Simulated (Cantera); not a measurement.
Feed: 1 mol NaCl, a varied amount of N₂, equilibrated at 1975 K and 1.10 Pa.

These are equilibrium values from Cantera (NASA tables, ideal gas, pure condensed phases), not measurements of a reactor. Candidate condensed phases: Na, NaCl; 8 gas species. The numbers say what is thermodynamically allowed, not how fast it happens.

x: gas mole fraction; nothing condenses.

```tsv
n(N₂) (mol)	x N₂	x NaCl	x Na	x Cl	x Cl₂
1	0.414	0.241	0.173	0.173	7.33e-7
1.8	0.551	0.164	0.143	0.143	4.99e-7
3.2	0.677	0.100	0.111	0.111	3.05e-7
5.5	0.775	0.0569	0.0841	0.0841	1.73e-7
9.7	0.853	…	…	…	…
17	0.906	…	…	…	…
30	0.943	0.00543	0.0260	0.0260	1.66e-8
53	0.966	0.00209	0.0161	0.0161	6.38e-9
```

Q: Complete the blanks.

A: 
- 17, x NaCl: 0.0131
- 17, x Na: 0.0403
- 17, x Cl: 0.0403
- 17, x Cl₂: 3.98e-8
- 9.7, x NaCl: 0.0284
- 9.7, x Na: 0.0595
- 9.7, x Cl: 0.0595
- 9.7, x Cl₂: 8.67e-8
